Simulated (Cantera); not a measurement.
Input: 1 mol PbI2, 270 mol H2, at 1150 K and 0.133 bar.

These are equilibrium values from Cantera (NASA tables, ideal gas, pure condensed phases), not measurements of a reactor. Candidate condensed phases: I2, Pb, PbI2; 10 gas species. Rates play no part.

Base state: H2 0.994, HI 0.00243, PbI2 0.00168, PbI 0.00128, Pb 0.000715, I 0.000257 (mole fractions); condensed: gas only.

Question: What changes in the equilibrium state with this change: temperature from 1150 K to 1423.15 K?

Answer: 
```json
[
 {"species": "H2", "before": "0.994", "after": "0.990"},
 {"species": "HI", "before": "0.00243", "after": "0.00399"},
 {"species": "Pb", "before": "0.000715", "after": "0.00273"},
 {"species": "I", "before": "0.000257", "after": "0.00229"},
 {"species": "H", "before": "2.04e-7", "after": "1.81e-5"},
 {"species": "PbI2", "before": "0.00168", "after": "0.000121"},
 {"species": "PbI", "before": "0.00128", "after": "0.000820"}
]
```
